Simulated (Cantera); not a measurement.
A closed system holds: 1 mol Cr, a varied amount of O2, 42 mol N2, held at 13.3 mbar.

Method: chemical equilibrium by Gibbs-energy minimisation in Cantera with the NASA 1993 tables (ideal gas, pure condensed phases). Candidate condensed phases: Cr, CrN, Cr2N, Cr2O3; 14 gas species. Mutual solubility and eutectic melting of coexisting phases are not modelled. Kinetics and transport are ignored.

**Question.** What condenses at these points (T in K, n(O2) in mol): (2125, 0.043); (1775, 0.75); (1775, 0.61); (1825, 0.11); (2125, 0.68); (1925, 0.26)?

**Answer.** 
| T (K) | n(O2) in mol | condensed phases | Cr condensed (%) |
|---|---|---|---|
| 2125 | 0.043 | gas only | 0.0 |
| 1775 | 0.75 | Cr2O3 | 100.0 |
| 1775 | 0.61 | Cr2O3 | 81.3 |
| 1825 | 0.11 | Cr + Cr2O3 | 58.1 |
| 2125 | 0.68 | Cr2O3 | 85.7 |
| 1925 | 0.26 | Cr2O3 | 34.1 |
